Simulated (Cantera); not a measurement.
A closed system holds: 1 mol Si, 3.9 mol NF₃, at 1.00 Torr.

Method: chemical equilibrium by Gibbs-energy minimisation in Cantera with the NASA 1993 tables (ideal gas, pure condensed phases). Candidate condensed phases: Si, Si₃N₄; 16 gas species. Equilibrium is a limit: real reactors are often held back by kinetics, nucleation or transport.

Problem. At 752 °C, list the 4 most abundant gas species with their mole fractions, and the condensed phases.

Solution. F 0.674, N₂ 0.190, SiF₄ 0.0975, F₂ 0.0387. Condensed: gas only.
